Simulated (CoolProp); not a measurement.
Saturation properties of n-perfluoropentane (Tc = 147.9 °C, pc = 2063 kPa, ω = 0.436).

Computed with CoolProp (reference Helmholtz-energy equation of state, Gao 2022).

```json
[
 {"T (°C)": "-74.35", "p (kPa)": "0.1664", "enthalpy of vaporisation (kJ/kg)": "116.8", "liquid cp (kJ/(kg K))": "0.8625", "vapour Z": "0.9997"},
 {"T (°C)": "-66.05", "p (kPa)": "0.3738", "enthalpy of vaporisation (kJ/kg)": "114.8", "liquid cp (kJ/(kg K))": "0.8760", "vapour Z": "0.9993"},
 {"T (°C)": "-57.75", "p (kPa)": "0.7792", "enthalpy of vaporisation (kJ/kg)": "112.9", "liquid cp (kJ/(kg K))": "0.8901", "vapour Z": "0.9988"},
 {"T (°C)": "-49.45", "p (kPa)": "1.521", "enthalpy of vaporisation (kJ/kg)": "110.9", "liquid cp (kJ/(kg K))": "0.9048", "vapour Z": "0.9979"},
 {"T (°C)": "-41.25", "p (kPa)": "2.782", "enthalpy of vaporisation (kJ/kg)": "109.0", "liquid cp (kJ/(kg K))": "0.9197", "vapour Z": "0.9965"},
 {"T (°C)": "-32.95", "p (kPa)": "4.871", "enthalpy of vaporisation (kJ/kg)": "107.0", "liquid cp (kJ/(kg K))": "0.9351", "vapour Z": "0.9945"},
 {"T (°C)": "-24.65", "p (kPa)": "8.147", "enthalpy of vaporisation (kJ/kg)": "105.0", "liquid cp (kJ/(kg K))": "0.9509", "vapour Z": "0.9918"},
 {"T (°C)": "-16.45", "p (kPa)": "13.01", "enthalpy of vaporisation (kJ/kg)": "103.0", "liquid cp (kJ/(kg K))": "0.9666", "vapour Z": "0.9881"}
]
```

It boils at 29.3 °C under 1 atm.
